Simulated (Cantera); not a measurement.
## Thermodynamics of tantalum, niobium, vanadium and zirconium in process gases, feed V + H2O + N2

Charge: 1 mol V, 2.2 mol H2O, 5.5 mol N2, equilibrated at 0.00975 Torr.

These are equilibrium values from Cantera (NASA tables, ideal gas, pure condensed phases), not measurements of a reactor. Candidate condensed phases: H2O, V, VN, VO, V2O3, V2O4, V2O5; 28 gas species. The numbers say what is thermodynamically allowed, not how fast it happens.

```csv
T (K),log p N2,log p H,log p H2,log p VO2,log p O,log p VO,log p H2O
1898,-5.11,-5.93,-5.65,-5.86,-8.30,-7.49,-6.53
1948,-5.11,-5.80,-5.70,-5.87,-7.92,-7.45,-6.55
1998,-5.12,-5.68,-5.77,-5.88,-7.56,-7.41,-6.60
2048,-5.13,-5.58,-5.86,-5.89,-7.24,-7.35,-6.70
2098,-5.15,-5.49,-5.97,-5.91,-6.98,-7.26,-6.85
2148,-5.16,-5.43,-6.10,-5.93,-6.77,-7.13,-7.07
2198,-5.17,-5.38,-6.26,-5.95,-6.62,-6.97,-7.35
2248,-5.18,-5.35,-6.43,-5.98,-6.49,-6.80,-7.68
2298,-5.19,-5.33,-6.63,-6.03,-6.38,-6.64,-8.01
2348,-5.20,-5.32,-6.83,-6.08,-6.28,-6.51,-8.36
2398,-5.20,-5.32,-7.03,-6.15,-6.18,-6.39,-8.70
2448,-5.21,-5.32,-7.23,-6.25,-6.09,-6.31,-9.04
2498,-5.22,-5.32,-7.43,-6.37,-6.01,-6.25,-9.37
```
log p: log10 of the partial pressure in bar; nothing condenses.

From 1898 K to 2498 K nothing is condensed. The main V-bearing gas is VO2 at 1898 K and VO at 2498 K.
